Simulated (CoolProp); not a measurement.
Model: reference Helmholtz-energy equation of state, Thol 2014, in CoolProp.

Q: Give the vapour pressure (MPa), vapour density (kg/m³), enthalpy of vaporisation (kJ/kg), liquid cp (kJ/(kg K)) of saturated diethyl ether at 104.85, 120.95 °C.

A: 
```tsv
T (°C)	p (MPa)	vapour density (kg/m³)	enthalpy of vaporisation (kJ/kg)	liquid cp (kJ/(kg K))
104.85	0.730	20.8	285	2.69
120.95	1.03	29.7	263	2.81
```
